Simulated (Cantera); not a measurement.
A freely propagating, adiabatic, planar premixed flame of 3.48 % CH₄, 4.18 % C₂H₆, 1.05 % C₃H₈, 19.2 % O₂, 72.1 % N₂, unburnt at 400 K and 5.33 atm; mixture-averaged transport, grid criteria slope 0.08 and curve 0.16, no radiation.

Detailed kinetics in Cantera: GRI-Mech 3.0 (53 species, 325 reactions). Burning velocities carry a grid error of a few per cent, more on coarse grids.

Predict: laminar burning velocity; thermal thickness; peak x(HCO); peak x(CH₂O).


```
Item                         Result
------------------------  ---------
laminar burning velocity  21.4 cm/s
thermal thickness          0.166 mm
peak x(HCO)                 1.02e-5
peak x(CH₂O)                0.00189
```
